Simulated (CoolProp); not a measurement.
A single-stage vapour-compression cycle with the fluid: evaporating at 231.15 K (dew point), condensing at 290.15 K (bubble point), superheat 2 K, subcooling 0 K, compressor efficiency 0.75, no pressure losses. The same conditions are run with several fluids, on thermodynamics alone (safety and materials aside).

The numbers come from the reference Helmholtz-energy equation of state of each fluid (carbon dioxide: Span 1996; R124: de Vries 1995; R22: Kamei 1995; fluoroethane (R161): Wu 2012; ethane: Bücker 2006; R142b: Lemmon 2006) in CoolProp.

```
fluid                cooling COP  pressure ratio  discharge temperature (K)  refrigerating effect (kJ/kg)  volumetric capacity (kJ/m³)
-------------------  -----------  --------------  -------------------------  ----------------------------  ---------------------------
carbon dioxide              1.73            5.72                      380.2                           191                         4570
R124                        2.26            12.5                      313.9                           118                          199
R22                         2.29            8.73                      355.6                           168                          743
fluoroethane (R161)         2.31            8.98                      351.2                           309                          649
ethane                      1.73            4.85                      333.2                           224                         2910
R142b                       2.35            12.3                      328.2                           170                          191
```
